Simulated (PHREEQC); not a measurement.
Copper plating or etch bath with leach liquor

Solution A (0.044 mol/kgw Cu(BF4)2, 9.4e-05 mol/kgw HBF4 and 5.2e-05 mol/kgw H3BO3) is mixed with solution B (11 mmol/kgw HCl and 0.083 mmol/kgw CuSO4) at 25 °C; shares are by mass of water, 1 kg in all. O2 is buffered at 0.21 atm. No CO2 enters from the air. No solid was allowed to form.

Computed with PHREEQC (ion-association model, wateq4f.dat).

```
share of solution B    pH  BF4- (mol/kgw)  SO4-2 (mol/kgw)
-------------------  ----  --------------  ---------------
0                    2.66          0.0817                0
0.1                  2.60          0.0735          3.88e-6
0.2                  2.53          0.0652          7.84e-6
0.3                  2.46          0.0568          1.19e-5
0.4                  2.39          0.0485          1.61e-5
0.5                  2.33          0.0401          2.04e-5
0.6                  2.27          0.0317          2.49e-5
0.7                  2.21          0.0234          2.98e-5
0.8                  2.15          0.0151          3.51e-5
0.9                  2.09         0.00686          4.14e-5
1                    2.00               0          4.85e-5
```

Real BF4- forms and hydrolyses slowly; the run takes it at equilibrium.
